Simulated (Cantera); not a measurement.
Cantera run, input and output.

```python
import numpy as np
import cantera as ct

gas = ct.Solution("gri30.yaml")
gas.TPX = 1250, 1333, {'C2H6': 1, 'N2': 7.2}
reactor = ct.IdealGasConstPressureReactor(gas, energy="off", clone=False)
net = ct.ReactorNet([reactor])
net.rtol, net.atol = 1e-08, 1e-18
show = ['C2H6', 'CH4', 'C2H2', 'C2H', 'H2', 'CH2', 'CH3']
times = np.geomspace(2e-05, 30, 10)

steps = ct.SolutionArray(gas, extra=["t"])
rows = []
print(f"{'t/s':>10s}{'T/K':>9s}{'P/Pa':>11s}" + "".join(f"{s:>11s}" for s in show))
for t in times:
    while net.time < t:
        t_next = net.step()
        steps.append(gas.state, t=t_next)
    rows.append([np.interp(t, steps.t, y) for y in (steps.T, steps.P, *steps(*show).X.T)])
    print(f"{t:10.3e}{rows[-1][0]:9.1f}{rows[-1][1]:11.4g}" + "".join(f"{x:11.3e}" for x in rows[-1][2:]))
rate = np.gradient(steps.T, steps.t)
print("integrator steps:", len(steps.t))
if steps.T.max() > steps.T[0] + 200:
    print(f"time of steepest temperature rise: {steps.t[rate.argmax()]:.4e} s")
gas.TPX = 1250, 1333, {'C2H6': 1, 'N2': 7.2}
gas.equilibrate("TP")
print(f"equilibrium (TP): T = {gas.T:.1f} K  " + "  ".join(f"{s} {gas[s].X[0]:.3e}" for s in show))
```

Result:

```
       t/s      T/K       P/Pa       C2H6        CH4       C2H2        C2H         H2        CH2        CH3
 2.000e-05   1250.0       1333  1.219e-01  8.340e-09  8.097e-18  5.625e-30  2.241e-10  3.926e-14  2.379e-06
 9.711e-05   1250.0       1333  1.219e-01  1.948e-07  4.414e-15  2.895e-25  1.732e-08  4.097e-12  1.140e-05
 4.715e-04   1250.0       1333  1.219e-01  4.395e-06  6.437e-12  4.939e-20  2.355e-06  2.947e-10  5.179e-05
 2.289e-03   1250.0       1333  1.215e-01  8.510e-05  3.839e-08  2.362e-14  2.286e-04  9.094e-09  1.899e-04
 1.112e-02   1250.0       1333  1.132e-01  1.420e-03  3.706e-05  2.419e-11  6.034e-03  7.820e-08  5.888e-04
 5.397e-02   1250.0       1333  6.767e-02  1.150e-02  1.883e-03  2.731e-10  3.847e-02  8.053e-08  5.496e-04
 2.621e-01   1250.0       1333  4.693e-03  3.017e-02  1.942e-02  1.114e-09  9.320e-02  1.278e-08  1.298e-04
 1.272e+00   1250.0       1333  8.399e-05  3.075e-02  3.996e-02  3.356e-10  1.152e-01  2.628e-10  1.659e-05
 6.179e+00   1250.0       1333  4.659e-06  3.034e-02  5.400e-02  1.138e-10  1.281e-01  1.680e-11  4.160e-06
 3.000e+01   1250.0       1333  2.093e-06  2.969e-02  7.466e-02  1.341e-10  1.472e-01  1.214e-11  3.530e-06
integrator steps: 1375
equilibrium (TP): T = 1250.0 K  C2H6 1.756e-07  CH4 5.645e-03  C2H2 5.762e-02  C2H 1.628e-10  H2 1.881e-01  CH2 5.752e-12  CH3 1.063e-06
```

Detailed kinetics in Cantera: GRI-Mech 3.0 (53 species, 325 reactions). GRI-Mech 3.0 stops at C3 and has no aromatics, soot or wall deposition, so with more carbon than oxygen in the feed, carbon stays in small species such as C2H2 where larger ones or solid carbon would form. Radical loss at walls, strong at low pressure, is not modelled.
